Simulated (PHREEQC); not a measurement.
Make-up at 5 °C: 19 mmol/kgw (NH4)2SiF6 and 3.3 mmol/kgw H3AsO4. Closed to the air; pH follows from the charge balance.

All values are PHREEQC results (ion-association model, wateq4f.dat), not measurements.

Precipitation was switched off in this run.

Q: Predict the pH, ionic strength.

A: pH 2.66; ionic strength 0.0592 mol/kgw.

Q: In which forms is F present?

A: SiF6-2 98 %, HF 1.3 %, F- 0.7 % of the F.

Saturation is exceeded, for instance for Quartz (slow to form), Chalcedony (slow to form); the values hold only as long as no solid forms. Away from 25 °C the constants follow the database's enthalpies or fits; those with neither stay at their 25 °C values. SiF6-2 is the database's only silicon fluoride.
